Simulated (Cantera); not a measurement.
Feed: 1 mol CHF₃, 0.72 mol HCl, held at 1.00 bar.

Cantera equilibrium calculation (NASA polynomials, part measured and part estimated; ideal gas, pure solids and liquids). Candidate condensed phases: C, C₆H₆, C₇H₈, C₈H₁₈; 118 gas species. Gases not in the tables: C₂F₆ and larger saturated fluorocarbons. The numbers say what is thermodynamically allowed, not how fast it happens.

Q: What share of the C ends up in condensed phases as a function of T (°C), at 1675, 1750, 1825, 1900, 1975, 2050, 2125, 2200, 2275, 2350, 2425, 2500?

A: 
| T (°C) | C condensed (%) | as |
|---|---|---|
| 1675 | 62.4 | C(graphite) |
| 1750 | 63.0 | C(graphite) |
| 1825 | 63.3 | C(graphite) |
| 1900 | 63.3 | C(graphite) |
| 1975 | 62.8 | C(graphite) |
| 2050 | 61.7 | C(graphite) |
| 2125 | 60.1 | C(graphite) |
| 2200 | 58.0 | C(graphite) |
| 2275 | 55.7 | C(graphite) |
| 2350 | 53.5 | C(graphite) |
| 2425 | 52.1 | C(graphite) |
| 2500 | 51.7 | C(graphite) |
